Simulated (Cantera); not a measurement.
A Cantera script and its output.

```python
import numpy as np
import cantera as ct

gas = ct.Solution("gri30.yaml")
gas.TPX = 350, 760000, {'CO': 1, 'H2': 0.042, 'O2': 0.434, 'N2': 1.63}
flame = ct.FreeFlame(gas, width=0.0097)
flame.set_refine_criteria(ratio=3, slope=0.08, curve=0.16)
flame.transport_model = "unity-Lewis-number"
flame.solve(loglevel=0, auto=True)
z, T = flame.grid, flame.T
thick = (T[-1] - T[0]) / np.gradient(T, z).max()
show = ['CO', 'H2', 'O2', 'NO2', 'NO', 'H']
print(f"laminar burning velocity  {flame.velocity[0] * 100:.3f} cm/s")
print(f"burnt temperature         {T[-1]:.1f} K")
print(f"thermal thickness         {thick * 1e3:.4f} mm")
print(f"grid points               {len(z)}")
z0 = z[flame.heat_release_rate.argmax()]
print(f"{'z/mm':>9s}{'T/K':>9s}{'u/(m/s)':>9s}" + "".join(f"{s:>11s}" for s in show))
rows = []
for k in (-3, -2, -1.5, -1, -0.5, -0.25, 0, 0.25, 0.5, 1, 2, 4, 8):
    zz = z0 + k * thick
    rows.append([k * thick, np.interp(zz, z, T), np.interp(zz, z, flame.velocity),
                 *(np.interp(zz, z, flame.X[gas.species_index(s)]) for s in show)])
    print(f"{rows[-1][0] * 1e3:9.3f}{rows[-1][1]:9.1f}{rows[-1][2]:9.3f}" + "".join(f"{x:11.3e}" for x in rows[-1][3:]))
```

Result:

```
laminar burning velocity  33.082 cm/s
burnt temperature         2510.8 K
thermal thickness         0.0915 mm
grid points               109
     z/mm      T/K  u/(m/s)         CO         H2         O2        NO2         NO          H
   -0.274    350.0    0.331  3.220e-01  1.352e-02  1.397e-01  5.673e-10  1.037e-10  4.024e-18
   -0.183    350.4    0.331  3.219e-01  1.352e-02  1.397e-01  7.592e-09  1.397e-09  7.434e-16
   -0.137    352.8    0.333  3.217e-01  1.350e-02  1.396e-01  5.269e-08  9.949e-09  4.986e-14
   -0.091    369.0    0.348  3.204e-01  1.336e-02  1.389e-01  3.511e-07  7.707e-08  2.448e-12
   -0.046    600.0    0.560  3.015e-01  1.128e-02  1.279e-01  3.274e-06  2.496e-06  2.820e-08
   -0.023   1010.4    0.920  2.641e-01  7.171e-03  1.062e-01  1.893e-06  1.453e-05  6.230e-05
    0.000   1516.3    1.336  2.044e-01  1.846e-03  7.097e-02  2.366e-07  3.640e-05  1.762e-03
    0.023   1832.1    1.579  1.588e-01  9.686e-04  4.528e-02  2.241e-07  6.374e-05  3.310e-03
    0.046   2001.3    1.703  1.363e-01  1.050e-03  3.384e-02  2.370e-07  8.941e-05  3.166e-03
    0.091   2166.9    1.820  1.169e-01  9.743e-04  2.472e-02  2.780e-07  1.308e-04  2.014e-03
    0.183   2301.2    1.913  1.009e-01  8.200e-04  1.721e-02  3.174e-07  1.967e-04  1.107e-03
    0.366   2399.8    1.979  8.826e-02  6.978e-04  1.116e-02  3.143e-07  3.007e-04  6.282e-04
    0.732   2466.3    2.023  7.937e-02  6.160e-04  6.808e-03  2.720e-07  4.497e-04  3.806e-04
```

Model: GRI-Mech 3.0 (53 species, 325 reactions), integrated in Cantera. The hydrogen kinetics of GRI-Mech 3.0 are dated; newer H2 mechanisms differ, most at raised pressure. Unity Lewis numbers drop preferential diffusion, which matters most where H2 and H carry the flame. Burning velocities carry a grid error of a few per cent, more on coarse grids.
